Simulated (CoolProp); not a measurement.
Vapour-liquid equilibrium of p-xylene (1) + n-undecane (2) at 1.14 MPa; x and y are mole fractions of (1).

Values from CoolProp's multi-fluid Helmholtz-energy mixture model, Zhou 2012 and Aleksandrov 2011; pair parameters Bell 2016.

Question: Give the bubble temperature and the first vapour's composition at x = 0.05, 0.65, 0.8. Is there an azeotrope?

Answer: x = 0.05: 595.8 K, y = 0.077; x = 0.65: 553.0 K, y = 0.790; x = 0.8: 543.6 K, y = 0.895. No azeotrope shows between x = 0.05 and 0.95.

Pair parameters are fitted to limited data, so mixtures are less certain than the pure fluids.
